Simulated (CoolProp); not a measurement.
cis-2-butene along the isotherm 525 K: Z from the reference equation and from simpler models built on Tc = 435.8 K, pc = 4.236 MPa, ω = 0.202; each cubic takes its own stable root.

Values from CoolProp's reference Helmholtz-energy equation of state, Lemmon 2005. It is a short technical equation, of lower accuracy than the large ones.

```json
[
 {"p (MPa)": "1.41", "phase": "gas", "reference": "0.9360"},
 {"p (MPa)": "2.82", "phase": "gas", "reference": "0.8689"},
 {"p (MPa)": "4.24", "phase": "supercritical", "reference": "0.7989"},
 {"p (MPa)": "5.65", "phase": "supercritical", "reference": "0.7288"},
 {"p (MPa)": "7.06", "phase": "supercritical", "reference": "0.6626"},
 {"p (MPa)": "8.47", "phase": "supercritical", "reference": "0.6072"},
 {"p (MPa)": "9.88", "phase": "supercritical", "reference": "0.5711"},
 {"p (MPa)": "11.3", "phase": "supercritical", "reference": "0.5573"},
 {"p (MPa)": "12.7", "phase": "supercritical", "reference": "0.5611"},
 {"p (MPa)": "14.1", "phase": "supercritical", "reference": "0.5754"},
 {"p (MPa)": "15.5", "phase": "supercritical", "reference": "0.5959"},
 {"p (MPa)": "16.9", "phase": "supercritical", "reference": "0.6199"},
 {"p (MPa)": "18.4", "phase": "supercritical", "reference": "0.6480"},
 {"p (MPa)": "19.8", "phase": "supercritical", "reference": "0.6756"},
 {"p (MPa)": "21.2", "phase": "supercritical", "reference": "0.7041"}
]
```

How far does each simpler model (Soave-Redlich-Kwong, Peng-Robinson) lie from the reference over these 15 states: mean and median of the absolute difference, and the worst?


- Soave-Redlich-Kwong: mean 7.9 %, median 9.8 %, worst +12.5 % at 525 K and 12.7 MPa
- Peng-Robinson: mean 2.1 %, median 1.5 %, worst +4.6 % at 525 K and 12.7 MPa
